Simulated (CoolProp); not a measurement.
Vapour pressure (MPa) of methanol: the reference equation beside estimates from Tc = 240.2 °C, pc = 8.216 MPa, ω = 0.565.

Computed with CoolProp (reference Helmholtz-energy equation of state, de Reuck 1993).

```json
[
 {"T (°C)": "-14.15", "reference": "0.001574", "Lee-Kesler": "0.001002", "van der Waals": "0.2425", "Redlich-Kwong": "0.02099", "Peng-Robinson": "0.001175"},
 {"T (°C)": "-6.35", "reference": "0.002689", "Lee-Kesler": "0.001833", "van der Waals": "0.2952", "Redlich-Kwong": "0.03121", "Peng-Robinson": "0.002110"},
 {"T (°C)": "1.35", "reference": "0.004415", "Lee-Kesler": "0.003196", "van der Waals": "0.3548", "Redlich-Kwong": "?", "Peng-Robinson": "0.003618"},
 {"T (°C)": "9.15", "reference": "0.007078", "Lee-Kesler": "0.005405", "van der Waals": "0.4232", "Redlich-Kwong": "0.06324", "Peng-Robinson": "0.006025"},
 {"T (°C)": "16.95", "reference": "0.01103", "Lee-Kesler": "0.008831", "van der Waals": "0.5004", "Redlich-Kwong": "0.08706", "Peng-Robinson": "0.009705"},
 {"T (°C)": "24.75", "reference": "0.01676", "Lee-Kesler": "0.01398", "van der Waals": "0.5868", "Redlich-Kwong": "?", "Peng-Robinson": "0.01517"},
 {"T (°C)": "32.45", "reference": "0.02475", "Lee-Kesler": "?", "van der Waals": "0.6817", "Redlich-Kwong": "0.1547", "Peng-Robinson": "0.02293"},
 {"T (°C)": "40.25", "reference": "0.03593", "Lee-Kesler": "0.03203", "van der Waals": "0.7880", "Redlich-Kwong": "0.2013", "Peng-Robinson": "0.03398"},
 {"T (°C)": "48.05", "reference": "0.05114", "Lee-Kesler": "0.04683", "van der Waals": "0.9051", "Redlich-Kwong": "0.2577", "Peng-Robinson": "0.04920"},
 {"T (°C)": "55.75", "reference": "0.07113", "Lee-Kesler": "0.06664", "van der Waals": "1.032", "Redlich-Kwong": "0.3244", "Peng-Robinson": "0.06942"},
 {"T (°C)": "63.55", "reference": "0.09766", "Lee-Kesler": "0.09331", "van der Waals": "1.171", "Redlich-Kwong": "0.4042", "Peng-Robinson": "0.09648"},
 {"T (°C)": "71.35", "reference": "?", "Lee-Kesler": "0.1282", "van der Waals": "1.323", "Redlich-Kwong": "0.4977", "Peng-Robinson": "0.1317"},
 {"T (°C)": "79.05", "reference": "?", "Lee-Kesler": "0.1723", "van der Waals": "1.485", "Redlich-Kwong": "0.6047", "Peng-Robinson": "?"}
]
```

Question: Complete the blanks.

Answer: 
- 1.35, Redlich-Kwong: 0.04489
- 24.75, Redlich-Kwong: 0.1174
- 32.45, Lee-Kesler: 0.02138
- 71.35, reference: 0.1320
- 79.05, reference: 0.1751
- 79.05, Peng-Robinson: 0.1760

Absolute difference from the reference over all 13 rows, mean and median: Lee-Kesler 15.7 and 13.6 %, van der Waals 4488.9 and 2654.3 %, Redlich-Kwong 605.8 and 525.1 %, Peng-Robinson 9.4 and 7.4 %.
